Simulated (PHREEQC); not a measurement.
Solution (25 °C): 0.0013 mol/kgw H2SO4, 0.013 mol/kgw ZnSO4 and 0.012 mol/kgw KCl. Closed to the air; pH follows from the charge balance.

All values are PHREEQC results (ion-association model, phreeqc.dat), not measurements.

This is a speciation only: nothing precipitates in the calculation.

### Question
What pH, specific conductance, ionic strength does the model give?

### Answer
pH 2.80; specific conductance 3920 µS/cm; ionic strength 0.0489 mol/kgw.

### Question
In which forms is Zn present?

### Answer
Zn+2 67 %, ZnSO4 30 %, Zn(SO4)2-2 2.2 %, ZnCl+ 1.0 % of the Zn.
